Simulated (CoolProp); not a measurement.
Vapour-liquid equilibrium of benzene (1) + n-dodecane (2) at 0.473 MPa; x and y are mole fractions of (1).

The numbers come from the multi-fluid Helmholtz-energy mixture model, Thol 2012 and Lemmon 2004; pair parameters Bell 2016 in CoolProp.

```json
[
 {"x": "0.05", "bubble temperature, mixture model (K)": "___", "bubble temperature, Raoult's law (K)": "540.9", "y, mixture model": "0.211", "y, Raoult's law": "0.398"},
 {"x": "0.15", "bubble temperature, mixture model (K)": "524.0", "bubble temperature, Raoult's law (K)": "505.1", "y, mixture model": "0.567", "y, Raoult's law": "0.739"},
 {"x": "0.25", "bubble temperature, mixture model (K)": "497.0", "bubble temperature, Raoult's law (K)": "481.5", "y, mixture model": "0.778", "y, Raoult's law": "0.867"},
 {"x": "0.35", "bubble temperature, mixture model (K)": "___", "bubble temperature, Raoult's law (K)": "464.7", "y, mixture model": "0.884", "y, Raoult's law": "0.926"},
 {"x": "0.45", "bubble temperature, mixture model (K)": "___", "bubble temperature, Raoult's law (K)": "451.9", "y, mixture model": "0.935", "y, Raoult's law": "0.956"},
 {"x": "0.55", "bubble temperature, mixture model (K)": "446.3", "bubble temperature, Raoult's law (K)": "441.8", "y, mixture model": "0.962", "y, Raoult's law": "0.973"},
 {"x": "0.65", "bubble temperature, mixture model (K)": "___", "bubble temperature, Raoult's law (K)": "433.6", "y, mixture model": "0.978", "y, Raoult's law": "0.984"},
 {"x": "0.75", "bubble temperature, mixture model (K)": "___", "bubble temperature, Raoult's law (K)": "426.6", "y, mixture model": "___", "y, Raoult's law": "0.991"},
 {"x": "0.85", "bubble temperature, mixture model (K)": "421.7", "bubble temperature, Raoult's law (K)": "420.7", "y, mixture model": "0.994", "y, Raoult's law": "0.996"},
 {"x": "0.95", "bubble temperature, mixture model (K)": "415.8", "bubble temperature, Raoult's law (K)": "415.5", "y, mixture model": "0.998", "y, Raoult's law": "0.999"}
]
```

Fill in the missing entries.


- 0.05, bubble temperature, mixture model (K): 553.0
- 0.35, bubble temperature, mixture model (K): 475.3
- 0.45, bubble temperature, mixture model (K): 458.8
- 0.65, bubble temperature, mixture model (K): 436.5
- 0.75, bubble temperature, mixture model (K): 428.5
- 0.75, y, mixture model: 0.987

The largest gap from Raoult's law is +18.9 K in bubble temperature, at x = 0.15. No azeotrope shows between x = 0.05 and 0.95.

Pair parameters are fitted to limited data, so mixtures are less certain than the pure fluids.
